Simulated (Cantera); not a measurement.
A closed system holds: 1 mol Cu, 6.4 mol HF, held at 925 K and 17.3 Torr.

Equilibrium computed with Cantera from the NASA thermochemical tables; the gas is ideal and each condensed phase is pure. Candidate condensed phases: Cu, CuF₂; 15 gas species. Equilibrium is a limit: real reactors are often held back by kinetics, nucleation or transport.

Problem. What is the equilibrium state?

Solution. 
- x(HF): 1.000
- x(H₂F₂): 1.20e-6
- n(Cu(s)): 1.000 mol
- gas amount: 6.400 mol
- log10 activity of CuF₂(s) (absent): -3.96
